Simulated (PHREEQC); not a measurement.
Solution (25 °C): 0.12 mol/kgw CuCl2 and 0.075 mol/kgw HCl. Closed to the air; pH follows from the charge balance.

Model: ion-association model, phreeqc.dat, run in PHREEQC.

```csv
quantity,before,after
pH,1.24,0.59
Cl- (mol/kgw),0.292,0.297
```

Task: What was changed between the two runs?
A. CuCl2 replaced by CdCl2 at the same molality
B. CuCl2 from 0.12 to 0.108 mol/kgw
C. 0.22 mol/kgw H2SO4 added
D. HCl from 0.075 to 0.112 mol/kgw
E. 0.0037 mol/kgw NaAlO2 added

Result: C, 0.22 mol/kgw H2SO4 added

Precipitation was switched off in this run.
